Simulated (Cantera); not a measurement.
An isothermal, constant-pressure homogeneous reactor starts with 13.0 % H2, 87.0 % O2, equivalence ratio 0.075, at 1250 K and 20.0 Torr.

Cantera simulation using the H2/O2 subset of GRI-Mech 3.0, which has no nitrogen chemistry; the numbers are that mechanism's predictions, not measurements. Radical loss at walls, strong at low pressure, is not modelled. The temperature is held fixed by assumption; the heat of reaction is taken as removed at once.

x: mole fraction; the columns are a selection and need not sum to one.

```json
[
 {"t (s)": "0.000300", "x H2": "0.130", "x O2": "0.869", "x H2O": "8.09e-5", "x O": "4.02e-5", "x H": "4.06e-5", "x HO2": "4.18e-7"},
 {"t (s)": "0.00107", "x H2": "0.00463", "x O2": "0.789", "x H2O": "0.107", "x O": "0.0597", "x H": "0.0313", "x HO2": "1.20e-5"},
 {"t (s)": "0.00383", "x H2": "?", "x O2": "0.819", "x H2O": "?", "x O": "?", "x H": "?", "x HO2": "1.19e-5"},
 {"t (s)": "0.0137", "x H2": "?", "x O2": "0.851", "x H2O": "0.136", "x O": "?", "x H": "?", "x HO2": "?"},
 {"t (s)": "0.0490", "x H2": "5.84e-5", "x O2": "0.859", "x H2O": "0.139", "x O": "0.000686", "x H": "3.80e-5", "x HO2": "2.07e-6"},
 {"t (s)": "0.175", "x H2": "5.98e-6", "x O2": "0.860", "x H2O": "0.139", "x O": "7.15e-5", "x H": "1.28e-6", "x HO2": "3.32e-7"},
 {"t (s)": "0.626", "x H2": "9.10e-7", "x O2": "0.860", "x H2O": "0.139", "x O": "1.11e-5", "x H": "7.82e-8", "x HO2": "6.55e-8"},
 {"t (s)": "2.24", "x H2": "1.85e-7", "x O2": "0.860", "x H2O": "0.140", "x O": "2.28e-6", "x H": "7.31e-9", "x HO2": "2.58e-8"},
 {"t (s)": "8.00", "x H2": "5.13e-8", "x O2": "0.860", "x H2O": "0.140", "x O": "6.35e-7", "x H": "1.08e-9", "x HO2": "2.71e-8"}
]
```

Problem. Fill in the missing entries.

Solution. 
- 0.00383, x H2: 0.00281
- 0.00383, x H2O: 0.122
- 0.00383, x O: 0.0351
- 0.00383, x H: 0.0140
- 0.0137, x H2: 0.000641
- 0.0137, x O: 0.00753
- 0.0137, x H: 0.00139
- 0.0137, x HO2: 8.02e-6
